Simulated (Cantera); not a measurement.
A perfectly stirred reactor is fed with H2 : O2 = 0.0054 : 1 (molar parts), equivalence ratio 0.0027, at 1400 Pa; it is held at 1350 K, and followed from long to short residence time.

Computed with Cantera and the H2/O2 subset of GRI-Mech 3.0, which has no nitrogen chemistry. Radical loss at walls, strong at low pressure, is not modelled.

**Question.** Predict: x(H2) at τ = 0.370 s; x(O2) at τ = 0.370 s; x(H) at τ = 0.370 s; x(H2O2) at τ = 0.370 s; x(HO2) at τ = 0.370 s; x(H2) at τ = 32.0 ms; x(O2) at τ = 32.0 ms; x(H) at τ = 32.0 ms; x(H2O2) at τ = 32.0 ms; x(HO2) at τ = 32.0 ms.

**Answer.** 
| Quantity | Value |
|---|---|
| x(H2) at τ = 0.370 s | 3.09e-5 |
| x(O2) at τ = 0.370 s | 0.991 |
| x(H) at τ = 0.370 s | 5.28e-5 |
| x(H2O2) at τ = 0.370 s | 6.15e-9 |
| x(HO2) at τ = 0.370 s | 2.37e-7 |
| x(H2) at τ = 32.0 ms | 0.000198 |
| x(O2) at τ = 32.0 ms | 0.990 |
| x(H) at τ = 32.0 ms | 0.000106 |
| x(H2O2) at τ = 32.0 ms | 9.32e-9 |
| x(HO2) at τ = 32.0 ms | 3.35e-7 |
